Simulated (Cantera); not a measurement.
Feed: 1 mol Ta(OEt)5, 0.052 mol O2, a varied amount of H2, equilibrated at 1.30 bar.

These are equilibrium values from Cantera (NASA tables, ideal gas, pure condensed phases), not measurements of a reactor. Candidate condensed phases: C, C6H6, C7H8, C8H18, H2O, Ta, TaC, Ta2O5; 113 gas species. The feed counts by its element totals alone. TaC: taken at fixed stoichiometry. Condensed phases not in the tables: Ta2C. Equilibrium is a limit: real reactors are often held back by kinetics, nucleation or transport.

Question: What condenses at these points (T in °C, n(H2) in mol): (2202, 29); (2177, 76); (2152, 29); (2252, 200); (2177, 21)?

Answer: 
```json
[
 {"T (°C)": "2202", "n(H2) in mol": "29", "condensed phases": "C + TaC", "Ta condensed (%)": "100.0"},
 {"T (°C)": "2177", "n(H2) in mol": "76", "condensed phases": "C + TaC", "Ta condensed (%)": "100.0"},
 {"T (°C)": "2152", "n(H2) in mol": "29", "condensed phases": "C + TaC", "Ta condensed (%)": "100.0"},
 {"T (°C)": "2252", "n(H2) in mol": "200", "condensed phases": "TaC", "Ta condensed (%)": "100.0"},
 {"T (°C)": "2177", "n(H2) in mol": "21", "condensed phases": "C + TaC", "Ta condensed (%)": "100.0"}
]
```
